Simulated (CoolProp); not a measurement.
Computed with CoolProp (reference Helmholtz-energy equation of state, Lemmon 2006). It is a short technical equation, of lower accuracy than the large ones.

Q: For nitrous oxide, give the phase and the Z, speed of sound (m/s), expansivity (1/kK) at 329.8 K and 14800 kPa.

A: 
- 329.8 K and 14800 kPa: supercritical; Z 0.353, speed of sound 360, expansivity 11.8
